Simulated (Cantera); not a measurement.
Diamond growth

A diamond (100) surface in a fixed gas of H2 with x(CH4) = 0.02, x(CH3) = 0.00042, at 1025 K, 17000 Pa; coverages are run to steady state.

Computed with Cantera and the Harris–Goodwin 1993 mechanism for the reconstructed diamond (100) surface.

```
x(H)     growth (µm/h)  θ c6HH   θ c6H*  θ c6*H   θ c6**   θ c6HM
-------  -------------  ------  -------  ------  -------  -------
0.0001            7.17   0.319  0.00916   0.175  0.00174    0.353
0.00026           14.8   0.365   0.0118   0.226  0.00380    0.280
0.00067           24.7   0.437   0.0150   0.287  0.00658    0.181
0.0017            33.1   0.501   0.0177   0.338  0.00899   0.0954
0.0044            38.4   0.541   0.0194   0.369   0.0105   0.0427
0.011             40.8   0.560   0.0204   0.383   0.0113   0.0182
0.03              42.1   0.569   0.0214   0.389   0.0117  0.00686
0.076             43.0   0.572   0.0232   0.389   0.0121  0.00276
0.2               44.7   0.572   0.0274   0.386   0.0128  0.00109
```
θ: site fractions in the mechanism's names (c6HH fully hydrogenated, c6H* and c6*H radical sites, c6** diradical, c6HM methylated).
